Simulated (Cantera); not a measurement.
**Pyrogenic steam for wet oxidation**

A perfectly stirred reactor is fed with 7.93 % H2, 14.2 % O2, 77.9 % N2, equivalence ratio 0.28, at 0.109 atm; it is held at 848 K, and followed from long to short residence time.

Cantera simulation using the H2/O2 subset of GRI-Mech 3.0, which has no nitrogen chemistry; the numbers are that mechanism's predictions, not measurements. Radical loss at walls, strong at low pressure, is not modelled. Below about 950 K walls govern HO2 and H2O2 in real vessels. The temperature is held fixed by assumption; the heat of reaction is taken as removed at once.

```csv
τ (s),x H2,x O2,x H2O,x O,x H,x H2O2
26,0.00244,0.107,0.0800,1.60e-6,5.47e-7,1.61e-5
12,0.00266,0.107,0.0798,3.16e-6,1.18e-6,9.61e-6
5.1,0.00310,0.108,0.0794,6.43e-6,2.76e-6,5.56e-6
2.2,0.00380,0.108,0.0786,1.22e-5,6.33e-6,3.40e-6
0.98,0.00483,0.108,0.0775,2.18e-5,1.40e-5,2.19e-6
0.43,0.00636,0.109,0.0759,3.76e-5,3.14e-5,1.44e-6
0.19,0.00855,0.110,0.0736,6.27e-5,6.90e-5,9.74e-7
0.084,0.0117,0.111,0.0703,0.000101,0.000150,6.98e-7
0.037,0.0161,0.113,0.0656,0.000160,0.000319,5.43e-7
0.016,0.0223,0.116,0.0589,0.000247,0.000666,4.61e-7
0.0071,0.0304,0.120,0.0501,0.000363,0.00128,4.13e-7
```
x: mole fraction; the columns are a selection and need not sum to one.
